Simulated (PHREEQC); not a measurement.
# Nickel, zinc or cadmium bath: an equilibrium model

Make-up at 25 °C: 0.012 mol/kgw CdCl2 and 0.00052 mol/kgw NiCl2. Closed to the air; pH follows from the charge balance.

Computed with PHREEQC (ion-association model, wateq4f.dat).

No solid was allowed to form.

Question: Predict the pH, ionic strength.

Answer: pH 5.84; ionic strength 0.0251 mol/kgw.

Question: In which forms is Ni present?

Answer: Ni+2 97 %, NiCl+ 2.5 % of the Ni.
